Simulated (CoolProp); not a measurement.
n-hexane at several states: density (kg/m³) from the reference equation and from simpler models built on Tc = 507.8 K, pc = 3.044 MPa, ω = 0.300; each cubic takes its own stable root.

Computed with CoolProp (reference Helmholtz-energy equation of state, Thol 2019).

```tsv
T (K)	p (MPa)	phase	reference	van der Waals	Peng-Robinson
341.6	0.449	liquid	614.2	15.57	626.1
287.6	0.154	liquid	664.4	5.896	673.9
327.5	0.0833	liquid	627.4	2.698	639.3
313.9	4.35	liquid	645.5	390.3	658.6
277.6	0.015	liquid	673.2	0.5633	681.3
```

At some of these states van der Waals gives the other phase, because its saturation line lies elsewhere.
